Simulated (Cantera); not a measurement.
Feed: 1 mol MgO, 1.3 mol Cl2, held at 1000 Pa.

These are equilibrium values from Cantera (NASA tables, ideal gas, pure condensed phases), not measurements of a reactor. Candidate condensed phases: Mg, MgCl2, MgO; 11 gas species. Rates play no part.

x: gas mole fraction; n: condensed amount in mol.

```csv
T (°C),x Cl2,x MgCl2,x O2,x Cl,x ClO,x O,n MgO(s)
675,0.993,0.00343,0.00172,0.00171,5.10e-7,(withheld),0.996
700,0.989,0.00534,0.00267,0.00255,8.84e-7,(withheld),0.993
725,0.984,0.00811,0.00405,0.00374,1.49e-6,(withheld),0.989
750,0.977,0.0120,0.00602,0.00537,2.44e-6,(withheld),0.984
775,0.966,0.0175,0.00875,0.00758,3.89e-6,(withheld),0.977
800,0.952,0.0249,0.0124,0.0105,6.05e-6,(withheld),0.967
825,0.934,0.0347,0.0174,0.0143,9.17e-6,(withheld),0.954
850,0.910,0.0475,0.0237,0.0191,1.36e-5,(withheld),0.936
875,0.879,0.0636,0.0318,0.0251,1.96e-5,(withheld),0.913
900,0.842,0.0836,0.0418,0.0325,2.76e-5,(withheld),0.885
925,0.797,0.108,0.0537,0.0413,3.78e-5,(withheld),0.849
950,0.745,0.135,0.0677,0.0516,5.06e-5,(withheld),0.806
```

Task: Some entries are withheld; supply them.

Result: 
- 675, x O: 1.23e-11
- 700, x O: 3.50e-11
- 725, x O: 9.42e-11
- 750, x O: 2.42e-10
- 775, x O: 5.92e-10
- 800, x O: 1.39e-9
- 825, x O: 3.13e-9
- 850, x O: 6.77e-9
- 875, x O: 1.42e-8
- 900, x O: 2.85e-8
- 925, x O: 5.57e-8
- 950, x O: 1.05e-7
